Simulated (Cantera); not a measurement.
Input: 1 mol HMDSO, 5.5 mol O₂, 2.9 mol CO₂, held at 0.133 bar.

Cantera equilibrium calculation (NASA polynomials, part measured and part estimated; ideal gas, pure solids and liquids). Candidate condensed phases: C, C₆H₆, C₇H₈, C₈H₁₈, H₂O, Si, SiC, SiO₂; 123 gas species. The feed counts by its element totals alone. The tables hold silica as quartz up to 1696 K and as liquid above; real silica turns to tridymite and cristobalite and melts near 1996 K. Gases not in the tables: Si(OH)₄. Kinetics and transport are ignored. All values below are at 1748 K.

Base state: CO 0.421, H₂ 0.305, H₂O 0.198, CO₂ 0.0758, H 0.000345, OH 1.31e-5 (mole fractions); condensed: SiO₂(condensed).

### Question
What changes in the equilibrium state with this change: pressure from 0.133 bar to 64.0 Pa?

### Answer
| species | before | after |
|---|---|---|
| CO | 0.421 | 0.419 |
| H₂ | 0.305 | 0.300 |
| H₂O | 0.198 | 0.198 |
| H | 0.000345 | 0.00495 |
| CO₂ | 0.0758 | 0.0764 |
| SiO | 8.89e-6 | 0.00183 |
| OH | 1.31e-5 | 0.000190 |
| SiO₂(condensed), mol | 2.00 | 1.97 |
